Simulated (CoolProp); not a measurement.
Properties of R123 at several states (Tc = 183.7 °C, pc = 3.662 MPa, ω = 0.282).

Computed with CoolProp (reference Helmholtz-energy equation of state, Younglove 1994). It is a modified Benedict-Webb-Rubin equation, recast in Helmholtz form.

```tsv
T (°C)	p (MPa)	phase	cp (kJ/(kg K))	fugacity coefficient
59.15	1.19	liquid	1.061	0.2238
-77.55	0.21	liquid	…	0.0007778
162.85	1.36	gas	…	0.8518
178.45	1.13	gas	0.8941	0.8910
75.95	0.204	gas	0.7586	…
```

**Question.** Complete the blanks.

**Answer.** 
- -77.55, cp (kJ/(kg K)): 0.9240
- 162.85, cp (kJ/(kg K)): 0.9230
- 75.95, fugacity coefficient: 0.9511
